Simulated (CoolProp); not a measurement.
Vapour-liquid equilibrium of dimethyl ether (1) + 1-butene (2) at 307.1 K; x and y are mole fractions of (1).

The numbers come from the multi-fluid Helmholtz-energy mixture model, Wu 2011 and Lemmon 2005; pair parameters Bell 2016 in CoolProp.

| x | bubble pressure (kPa) | y at the bubble point | dew pressure at overall composition x (kPa) | liquid density (mol/L) |
|---|---|---|---|---|
| 0.05 | 412.6 | 0.103 | 398.9 | 10.41 |
| 0.2 | 485.0 | 0.339 | 440.2 | 10.84 |
| 0.35 | 549.3 | 0.510 | 488.8 | 11.31 |
| 0.5 | 606.5 | 0.643 | 545.5 | 11.82 |
| 0.65 | 657.6 | 0.757 | 609.5 | 12.40 |
| 0.8 | 703.6 | 0.861 | 676.9 | 13.04 |
| 0.95 | 745.1 | 0.964 | 739.7 | 13.77 |

No azeotrope shows between x = 0.05 and 0.95.

Pair parameters are fitted to limited data, so mixtures are less certain than the pure fluids.
